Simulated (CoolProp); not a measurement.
Properties of CF4 (R14) along the isobar 0.101 MPa.

The numbers come from the reference Helmholtz-energy equation of state, Platzer 1990 in CoolProp. This equation is an older, rougher fit.

```json
[
 {"T (K)": "200.2", "phase": "gas", "Z": "0.9865", "cp (kJ/(kg K))": "0.5428", "speed of sound (m/s)": "150.1", "expansivity (1/kK)": "5.199", "viscosity (µPa s)": "12.0", "fugacity coefficient": "0.9866"},
 {"T (K)": "225.2", "phase": "gas", "Z": "0.9905", "cp (kJ/(kg K))": "0.5823", "speed of sound (m/s)": "158.5", "expansivity (1/kK)": "4.571", "viscosity (µPa s)": "13.4", "fugacity coefficient": "0.9906"},
 {"T (K)": "250.1", "phase": "gas", "Z": "0.9932", "cp (kJ/(kg K))": "0.6223", "speed of sound (m/s)": "(withheld)", "expansivity (1/kK)": "4.087", "viscosity (µPa s)": "14.8", "fugacity coefficient": "0.9932"},
 {"T (K)": "275.1", "phase": "gas", "Z": "0.9950", "cp (kJ/(kg K))": "0.6617", "speed of sound (m/s)": "173.6", "expansivity (1/kK)": "3.697", "viscosity (µPa s)": "16.1", "fugacity coefficient": "0.9950"},
 {"T (K)": "300.1", "phase": "gas", "Z": "0.9964", "cp (kJ/(kg K))": "0.6995", "speed of sound (m/s)": "180.7", "expansivity (1/kK)": "3.377", "viscosity (µPa s)": "17.3", "fugacity coefficient": "0.9964"},
 {"T (K)": "325.1", "phase": "gas", "Z": "0.9973", "cp (kJ/(kg K))": "0.7351", "speed of sound (m/s)": "187.5", "expansivity (1/kK)": "3.110", "viscosity (µPa s)": "18.6", "fugacity coefficient": "0.9973"},
 {"T (K)": "350.1", "phase": "gas", "Z": "0.9981", "cp (kJ/(kg K))": "0.7679", "speed of sound (m/s)": "194.0", "expansivity (1/kK)": "2.882", "viscosity (µPa s)": "19.8", "fugacity coefficient": "0.9981"},
 {"T (K)": "375.1", "phase": "gas", "Z": "0.9986", "cp (kJ/(kg K))": "0.7979", "speed of sound (m/s)": "200.4", "expansivity (1/kK)": "2.686", "viscosity (µPa s)": "20.9", "fugacity coefficient": "0.9986"},
 {"T (K)": "400.1", "phase": "gas", "Z": "0.9991", "cp (kJ/(kg K))": "0.8249", "speed of sound (m/s)": "(withheld)", "expansivity (1/kK)": "2.515", "viscosity (µPa s)": "22.0", "fugacity coefficient": "0.9991"},
 {"T (K)": "425", "phase": "gas", "Z": "0.9994", "cp (kJ/(kg K))": "0.8490", "speed of sound (m/s)": "212.6", "expansivity (1/kK)": "2.365", "viscosity (µPa s)": "23.1", "fugacity coefficient": "0.9994"},
 {"T (K)": "450", "phase": "gas", "Z": "0.9997", "cp (kJ/(kg K))": "0.8706", "speed of sound (m/s)": "218.4", "expansivity (1/kK)": "2.232", "viscosity (µPa s)": "24.2", "fugacity coefficient": "0.9997"},
 {"T (K)": "475", "phase": "gas", "Z": "0.9999", "cp (kJ/(kg K))": "0.8903", "speed of sound (m/s)": "224.1", "expansivity (1/kK)": "2.113", "viscosity (µPa s)": "25.2", "fugacity coefficient": "0.9999"},
 {"T (K)": "500", "phase": "gas", "Z": "1.000", "cp (kJ/(kg K))": "0.9086", "speed of sound (m/s)": "229.7", "expansivity (1/kK)": "2.006", "viscosity (µPa s)": "(withheld)", "fugacity coefficient": "1.000"}
]
```

Problem. Fill in the missing entries.

Solution. 
- 250.1, speed of sound (m/s): 166.2
- 400.1, speed of sound (m/s): 206.6
- 500, viscosity (µPa s): 26.2

Viscosity comes from a separate model (Huber 2003), an estimate that may be off by 10 % or more.
